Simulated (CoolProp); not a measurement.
Properties of water along the isotherm 1000 K (Tc = 647.1 K, pc = 22.06 MPa, ω = 0.344).

The numbers come from the reference Helmholtz-energy equation of state, Wagner 2002 in CoolProp.

```
p (MPa)          phase       Z  cp (kJ/(kg K))  expansivity (1/kK)
-------  -------------  ------  --------------  ------------------
12.5               gas     ___           2.480               1.160
25       supercritical  0.9356           2.695               1.340
37.5     supercritical     ___           2.930               1.532
50       supercritical  0.8774             ___               1.721
62.5     supercritical  0.8540           3.419               1.892
75       supercritical  0.8358             ___               2.028
87.5     supercritical  0.8232           3.832               2.118
100      supercritical  0.8163           3.979               2.156
```

Problem. What belongs in the gaps?

Solution. 
- 12.5, Z: 0.9677
- 37.5, Z: 0.9050
- 50, cp (kJ/(kg K)): 3.176
- 75, cp (kJ/(kg K)): 3.642
